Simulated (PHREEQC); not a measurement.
Solution (20 °C): 0.0017 mol Na2S and 5.7e-05 mol MnCl2 per kg of water. Closed to the air; pH follows from the charge balance.

Model: ion-association model, wateq4f.dat, run in PHREEQC.

```tsv
quantity	before	after
pH	11.35	11.23
ionic strength (mol/kgw)	0.00352	0.00432
```

Q: What was changed between the two runs?
A. MnCl2 from 5.7e-05 to 0.00057 mol/kgw
B. MnCl2 replaced by BaCl2 at the same molality
C. Na2S from 0.0017 to 0.00034 mol/kgw
D. Na2S left out
E. MnCl2 left out

A: A, MnCl2 from 5.7e-05 to 0.00057 mol/kgw

Precipitation was switched off in this run. Some of these states are supersaturated (in Pyrochroite, MnS(Green), for instance).
